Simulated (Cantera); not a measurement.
Cantera with NASA thermochemical tables; ideal gases at 1 bar, condensed phases pure. Values are per mole of reaction as written; species without (g) are pure solids or liquids, kept so even where they would boil at 1 bar.

5 H2(g) + P4O10(g) ⇌ 5 H2O2(g) + 2 P2(g)

```csv
T (K),ΔH° (kJ),ΔS° (J/K),ΔG° (kJ),log10 K
350,2506.6,541.5,2317.1,-345.80
500,(withheld),(withheld),(withheld),(withheld)
650,2483.2,493.5,2162.5,-173.77
800,2471.5,477.2,2089.7,-136.44
950,2460.1,464.1,2019.1,-111.02
1100,(withheld),(withheld),(withheld),(withheld)
```

Question: Fill in the missing entries.

Answer: 
- 500, ΔH° (kJ): 2495.2
- 500, ΔS° (J/K): 514.5
- 500, ΔG° (kJ): 2238.0
- 500, log10 K: -233.80
- 1100, ΔH° (kJ): 2449.4
- 1100, ΔS° (J/K): 453.7
- 1100, ΔG° (kJ): 1950.3
- 1100, log10 K: -92.61
